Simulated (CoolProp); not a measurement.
Carbon dioxide at 293.15 K and 16.8 MPa flows at 2.4 m/s in a round tube of 1 mm bore and 0.25 µm roughness, fully developed (64/Re and Nu = 3.66 if laminar; Colebrook and Gnielinski if turbulent). Each further row changes one setting.

Model: reference Helmholtz-energy equation of state, Span 1996, in CoolProp.

```
case              Reynolds number  Darcy friction factor  pressure drop (Pa/m)  heat-transfer coefficient (W/(m² K))  mass flow (kg/h)
----------------  ---------------  ---------------------  --------------------  ------------------------------------  ----------------
as stated                       …                 0.0257                 67800                                     …              6.22
velocity 4.8 m/s            45300                 0.0222                234000                                 18800              12.4
diameter 2 mm               45300                 0.0218                 28800                                  9270                 …
```

Task: Some entries are withheld; supply them.

Result: 
- as stated, Reynolds number: 22700
- as stated, heat-transfer coefficient (W/(m² K)): 10400
- diameter 2 mm, mass flow (kg/h): 24.9

Viscosity comes from a separate model (Laesecke 2017). Thermal conductivity comes from a separate model (Huber 2016).
